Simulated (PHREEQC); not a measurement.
Dissolve 0.26 mol CuSO4, 0.75 mol HCl and 0.00093 mol NaCl per kg of water at 25 °C. Closed to the air; pH follows from the charge balance.

Equilibrium calculation in PHREEQC: ion-association model, wateq4f.dat.

```csv
quantity,before,after
pH,0.40,1.04
ionic strength (mol/kgw),1.14,0.252
Cl- (mol/kgw),0.676,0.145
SI of Halite (NaCl),-5.16,-6.45
```

Problem. Name the change that produced these shifts.
(A) HCl left out
(B) temperature from 25 to 55 °C
(C) diluted 5-fold with water
(D) NaCl replaced by Na2SiF6 at the same molality
(E) CuSO4 from 0.26 to 0.286 mol/kgw

Solution. C, diluted 5-fold with water

Precipitation was switched off in this run. The ionic strength passes 0.7 mol/kgw, the rough limit of the ion-association models, in before.
